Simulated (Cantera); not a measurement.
Input: 1 mol SiCl4, 1 mol HCl, 0.73 mol H2, equilibrated at 0.133 bar.

Cantera equilibrium calculation (NASA polynomials, part measured and part estimated; ideal gas, pure solids and liquids). Candidate condensed phases: Si; 19 gas species. The tables' values for SiCl3 are old estimates; treat these amounts as uncertain. Equilibrium is a limit: real reactors are often held back by kinetics, nucleation or transport. All values below are at 1150 K.

Base state: HCl 0.374, SiCl4 0.358, H2 0.260, SiHCl3 0.00507, SiCl3 0.00252, SiCl2 0.000194 (mole fractions); condensed: gas only.

Task: What changes in the equilibrium state with this change: HCl from 1 to 1.4 mol?

Result: 
```csv
species,before,after
HCl,0.374,0.452
SiCl4,0.358,0.314
H2,0.260,0.229
SiCl2,0.000194,0.000102
SiHCl3,0.00507,0.00323
```
